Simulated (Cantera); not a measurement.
A freely propagating, adiabatic, planar premixed flame of CH₄ : O₂ : N₂ = 1 : 1.67 : 6.27 (molar parts), equivalence ratio 1.2, unburnt at 575 K and 0.310 bar; mixture-averaged transport, grid criteria slope 0.08 and curve 0.16, no radiation.

Computed with Cantera and GRI-Mech 3.0 (53 species, 325 reactions). Burning velocities carry a grid error of a few per cent, more on coarse grids.

Task: What does this change do: O2 1.67 to 1.3 parts?

Result: 
```csv
quantity,before,after
laminar burning velocity,143 cm/s,33.2 cm/s
thermal thickness,0.940 mm,2.92 mm
peak x(H₂O₂),4.40e-6,5.07e-6
peak x(H₂),0.0424,0.0777
peak x(HCN),1.26e-5,5.10e-5
peak x(CH₃),0.00499,0.00255
```
